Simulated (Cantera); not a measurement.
Charge: 1 mol Si, 2.6 mol CO2, 2.7 mol H2, equilibrated at 1.00 bar.

Cantera equilibrium calculation (NASA polynomials, part measured and part estimated; ideal gas, pure solids and liquids). Candidate condensed phases: C, C6H6, C7H8, C8H18, H2O, Si, SiC, SiO2; 123 gas species. The tables hold silica as quartz up to 1696 K and as liquid above; real silica turns to tridymite and cristobalite and melts near 1996 K. Gases not in the tables: Si(OH)4. Kinetics and transport are ignored.

Q: Which condensed phases are stable at each of these points (T (°C)): 1077, 1177, 1277, 1377, 1477, 1577, 1677, 1777, 1877?

A: 
```csv
T (°C),condensed phases,Si condensed (%)
1077,SiO2(β-quartz),100.0
1177,SiO2(β-quartz),100.0
1277,SiO2(β-quartz),100.0
1377,SiO2(β-quartz),100.0
1477,SiO2(condensed),100.0
1577,SiO2(condensed),100.0
1677,SiO2(condensed),99.9
1777,SiO2(l),99.6
1877,SiO2(l),98.5
```

From 1077 °C to 1377 °C the condensed part is SiO2(β-quartz). From 1477 °C to 1677 °C the condensed part is SiO2(condensed). From 1777 °C to 1877 °C the condensed part is SiO2(l).
